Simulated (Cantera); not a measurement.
A freely propagating, adiabatic, planar premixed flame of H2 : O2 : N2 = 1 : 0.5 : 1.55 (molar parts), unburnt at 573 K and 100.0 Torr; mixture-averaged transport, grid criteria slope 0.08 and curve 0.16, no radiation.

Detailed kinetics in Cantera: the H2/O2 subset of GRI-Mech 3.0, which has no nitrogen chemistry. Burning velocities carry a grid error of a few per cent, more on coarse grids.

Task: What does this change do: inlet temperature 573 to 475 K?

Result: 
```
quantity                    before     after
------------------------  --------  --------
laminar burning velocity  627 cm/s  462 cm/s
thermal thickness          5.91 mm   5.60 mm
peak x(OH)                  0.0245    0.0227
peak x(O)                   0.0191    0.0176
peak x(H2O2)               1.29e-6   5.90e-6
```
